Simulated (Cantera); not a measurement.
Charge: 1 mol C3H6, 0.033 mol O2, 1.6 mol H2, at 0.00133 bar.

Method: chemical equilibrium by Gibbs-energy minimisation in Cantera with the NASA 1993 tables (ideal gas, pure condensed phases). Candidate condensed phases: C, C6H6, C7H8, C8H18, H2O; 110 gas species. Kinetics and transport are ignored.

Task: What share of the C ends up in condensed phases as a function of T (K), at 2598, 2648, 2698, 2748, 2798, 2848, 2898?

Result: 
```json
[
 {"T (K)": "2598", "C condensed (%)": "93.5", "as": "C(graphite)"},
 {"T (K)": "2648", "C condensed (%)": "91.7", "as": "C(graphite)"},
 {"T (K)": "2698", "C condensed (%)": "88.5", "as": "C(graphite)"},
 {"T (K)": "2748", "C condensed (%)": "82.4", "as": "C(graphite)"},
 {"T (K)": "2798", "C condensed (%)": "71.1", "as": "C(graphite)"},
 {"T (K)": "2848", "C condensed (%)": "49.7", "as": "C(graphite)"},
 {"T (K)": "2898", "C condensed (%)": "9.0", "as": "C(graphite)"}
]
```
